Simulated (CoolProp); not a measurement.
Vapour-liquid equilibrium of R22 (1) + C3F8 (R218) (2) at -38.35 °C; x and y are mole fractions of (1).

The numbers come from the multi-fluid Helmholtz-energy mixture model, Kamei 1995 and Lemmon 2006; pair parameters Bell 2016 in CoolProp.

Q: Give the bubble pressure and the first vapour's composition at x = 0.2, 0.65, 0.8. Is there an azeotrope?

A: x = 0.2: 0.1338 MPa, y = 0.404; x = 0.65: 0.1514 MPa, y = 0.612; x = 0.8: 0.1476 MPa, y = 0.672. y crosses x between x = 0.5 and 0.65: the model has an azeotrope there.

The pair parameters rest on a limited set of measurements; away from them the model extrapolates.
